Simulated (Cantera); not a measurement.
Mixture: CH4 : O2 : N2 = 1 : 0.952 : 4.57 (molar parts), equivalence ratio 2.1, at 2.76 atm, adiabatic and at constant pressure. Ignition delay is the time to a rise of 400 K.

Cantera simulation using GRI-Mech 3.0 (53 species, 325 reactions); the numbers are that mechanism's predictions, not measurements.

Q: What does this change do: 0.29 parts H2 added?

A: 
```json
[
 {"quantity": "delay at 1125 K", "before": "96.2 ms", "after": "7.91 ms"},
 {"quantity": "delay at 1325 K", "before": "6.90 ms", "after": "1.46 ms"},
 {"quantity": "delay at 1525 K", "before": "0.722 ms", "after": "0.276 ms"},
 {"quantity": "delay at 1725 K", "before": "0.112 ms", "after": "65.3 µs"},
 {"quantity": "delay at 1925 K", "before": "28.3 µs", "after": "21.1 µs"},
 {"quantity": "apparent activation energy between 1825 and 2025 K", "before": "180 kJ/mol", "after": "150 kJ/mol"}
]
```

Q: What does this change do: constant volume in place of constant pressure?

A: 
```
quantity                                                before       after
--------------------------------------------------  ----------  ----------
delay at 1125 K                                        96.2 ms     90.6 ms
delay at 1325 K                                        6.90 ms     6.34 ms
delay at 1525 K                                       0.722 ms    0.657 ms
delay at 1725 K                                       0.112 ms    0.101 ms
delay at 1925 K                                        28.3 µs     25.3 µs
apparent activation energy between 1825 and 2025 K  180 kJ/mol  180 kJ/mol
```
